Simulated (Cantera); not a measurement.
# Hydrocarbon pyrolysis for carbon deposition

An isothermal, constant-pressure homogeneous reactor starts with 1.82 % C2H6, 98.2 % N2, at 1000 K and 750 Torr.

Model: GRI-Mech 3.0 (53 species, 325 reactions), integrated in Cantera. GRI-Mech 3.0 stops at C3 and has no aromatics, soot or wall deposition, so with more carbon than oxygen in the feed, carbon stays in small species such as C2H2 where larger ones or solid carbon would form.

| t (s) | x C2H6 | x H2 | x C2H2 | x C2H | x H | x CH4 |
|---|---|---|---|---|---|---|
| 2.00e-6 | 0.0182 | <1e-12 | <1e-12 | <1e-12 | <1e-12 | <1e-12 |
| 1.12e-5 | 0.0182 | <1e-12 | <1e-12 | <1e-12 | <1e-12 | 2.50e-12 |
| 6.26e-5 | 0.0182 | 1.11e-11 | <1e-12 | <1e-12 | 1.84e-12 | 7.67e-11 |
| 0.000350 | 0.0182 | 1.85e-9 | <1e-12 | <1e-12 | 5.41e-11 | 2.16e-9 |
| 0.00196 | 0.0182 | 2.23e-7 | <1e-12 | <1e-12 | 1.03e-9 | 4.09e-8 |
| 0.0110 | 0.0182 | 1.21e-5 | 3.54e-10 | <1e-12 | 8.08e-9 | 3.88e-7 |
| 0.0613 | 0.0179 | 0.000262 | 1.70e-7 | <1e-12 | 2.13e-8 | 5.61e-6 |
| 0.343 | 0.0162 | 0.00191 | 8.21e-6 | <1e-12 | 2.22e-8 | 4.41e-5 |
| 1.92 | 0.00935 | 0.00858 | 0.000137 | <1e-12 | 2.20e-8 | 0.000234 |
| 10.7 | 0.00160 | 0.0163 | 0.000710 | <1e-12 | 1.22e-8 | 0.000641 |
| 60.0 | 0.000706 | 0.0174 | 0.00146 | <1e-12 | 8.22e-9 | 0.00117 |
x: mole fraction; the columns are a selection and need not sum to one.

Equilibrium at this temperature and pressure: C2H6 2.05e-5, H2 0.00347, C2H2 0.00124, C2H <1e-12, H 1.35e-10, CH4 0.0201 (gas phase only).
